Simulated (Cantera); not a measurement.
**Carbon deposition, reforming and gasification: acetone + CO2 + H2**

Charge: 1 mol acetone, 0.48 mol CO2, 6.8 mol H2.

Method: chemical equilibrium by Gibbs-energy minimisation in Cantera with the NASA 1993 tables (ideal gas, pure condensed phases). Candidate condensed phases: C, C6H6, C7H8, C8H18, H2O; 110 gas species. The feed counts by its element totals alone. The ideal-gas law is rough above about 30 bar. Kinetics and transport are ignored.

Stable condensed phases:

```
T in K \ P in Pa
               10       40      160      630     2500    10000    40000   160000   630000  2500000 10000000
   2875         A        A        A        B        B        B        B        B        B        B        B
   2675         A        B        B        B        B        B        B        B        B        B        B
   2475         B        B        B        B        B        B        B        B        B        B        B
   2275         B        B        B        B        B        B        B        B        B        B        B
   2075         B        B        B        B        B        B        B        B        B        B        B
   1875         B        B        B        B        B        B        B        B        B        B        B
   1675         B        B        B        B        B        B        B        B        B        B        B
   1475         B        B        B        B        B        B        B        B        B        B        B
   1275         B        B        B        B        B        B        B        B        B        B        B
   1075         B        B        B        B        B        B        B        B        B        B        A
    875         B        B        B        B        B        B        B        B        B        A        A
```

A: gas only; B: C.
